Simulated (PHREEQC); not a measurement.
A solution holds 1.6 mmol/kgw HF, 0.00089 mmol/kgw NaF and 0.63 mmol/kgw (NH4)2SiF6, at 25 °C. Closed to the air; pH follows from the charge balance.

Computed with PHREEQC (ion-association model, wateq4f.dat).

```yaml
pH: 3.08
ionic_strength: 0.00258 mol/kgw
total_alkalinity: -4.12 meq/kg
```

```json
[
 {"species": "HF", "molality": "0.00146", "activity": "0.00146", "log γ": "0.000"},
 {"species": "NH4+", "molality": "0.00126", "activity": "0.00119", "log γ": "-0.024"},
 {"species": "F-", "molality": "0.00124", "activity": "0.00118", "log γ": "-0.024"},
 {"species": "H+", "molality": "0.000873", "activity": "0.000829", "log γ": "-0.023"},
 {"species": "SiF6-2", "molality": "0.000442", "activity": "0.000355", "log γ": "-0.096"},
 {"species": "H4SiO4", "molality": "0.000188", "activity": "0.000188", "log γ": "0.000"},
 {"species": "HF2-", "molality": "6.97e-6", "activity": "6.59e-6", "log γ": "-0.024"},
 {"species": "H2F2", "molality": "5.56e-6", "activity": "5.57e-6", "log γ": "0.000"},
 {"species": "Na+", "molality": "8.89e-7", "activity": "8.42e-7", "log γ": "-0.024"}
]
```

Precipitation was switched off in this run. The solution is supersaturated, for example in Quartz (slow to form), so a real one may precipitate; this is no full list. Complexes and solids missing from the database can't appear. SiF6-2 is the database's only silicon fluoride.
